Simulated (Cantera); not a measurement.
What does this Cantera script print?

```python
import numpy as np
import cantera as ct

gas_names = """
    AL ALCL ALCL2 ALCL3 ALH AL2 AL2CL6 CL CL2 H HCL H2
""".split()
cond_names = """
    AL(cr) AL(L) ALCL3(s) ALCL3(L)
""".split()


# ... load() reads the species with a 1 bar reference pressure and builds the phases ...
atoms = {
    'Al': {'AL': 1},
    'Cl2': {'CL': 2},
    'H2': {'H': 2},
}
top_T = {}  # K; cautious upper limits of use, not melting points


# ... equilibrate(T, P, feed) seeds the gas with the atoms and calls Mixture.equilibrate('TP', solver="vcs", rtol=1e-11, max_steps=5000) ...
results = []
feed = {'Al': 1, 'Cl2': 0.38, 'H2': 5.5}  # mol
P = 1333.22  # Pa
for T in [523, 548, 573, 598, 623, 648, 673, 698, 723, 748, 773, 798, 823, 848]:
    mix = equilibrate(T, P, feed)
    results.append((T, P, feed, dict(zip(mix.species_names, mix.species_moles))))

top = {s: max(r[3][s] / sum(r[3][g] for g in gas_names) for r in results) for s in gas_names}
cols = sorted((s for s in top if top[s] > 0.0001), key=lambda s: -top[s])[:8]
seen = [c for c in cond_names if any(r[3].get(c, 0) > 1e-12 for r in results)]
print("log10 of partial pressures in bar; condensed amounts in mol")
print(f"{'T/K':>10s}" + "".join(f"{s[:9]:>10s}" for s in cols + seen))
for T, P, feed, n in results:
    ng = sum(n[g] for g in gas_names)
    print(f"{T:10.4g}" + "".join(f"{np.log10(max(n[s] / ng * P / 1e5, 1e-99)):10.3f}" for s in cols)
          + "".join(f"{n.get(c, 0):10.4g}" for c in seen))
```

Output:

```
log10 of partial pressures in bar; condensed amounts in mol
       T/K        H2     ALCL3    AL2CL6      ALCL     ALCL2    AL(cr)
       523    -1.886    -4.144    -3.579   -10.301   -10.049    0.7467
       548    -1.887    -3.890    -3.630    -9.570    -9.387    0.7467
       573    -1.888    -3.678    -3.715    -8.911    -8.796    0.7467
       598    -1.890    -3.511    -3.846    -8.316    -8.274    0.7467
       623    -1.892    -3.391    -4.034    -7.782    -7.817    0.7467
       648    -1.893    -3.316    -4.274    -7.301    -7.419    0.7466
       673    -1.894    -3.274    -4.552    -6.865    -7.069    0.7466
       698    -1.894    -3.253    -4.844    -6.467    -6.757    0.7465
       723    -1.894    -3.242    -5.133    -6.101    -6.473    0.7464
       748    -1.895    -3.238    -5.412    -5.761    -6.212    0.7461
       773    -1.895    -3.236    -5.678    -5.445    -5.970    0.7455
       798    -1.895    -3.236    -5.929    -5.150    -5.744    0.7444
       823    -1.895    -3.237    -6.167    -4.873    -5.534    0.7424
       848    -1.895    -3.241    -6.394    -4.614    -5.337     0.739
```

Equilibrium computed with Cantera from the NASA thermochemical tables; the gas is ideal and each condensed phase is pure. The tables' values for AlCl2 are old estimates; treat these amounts as uncertain.
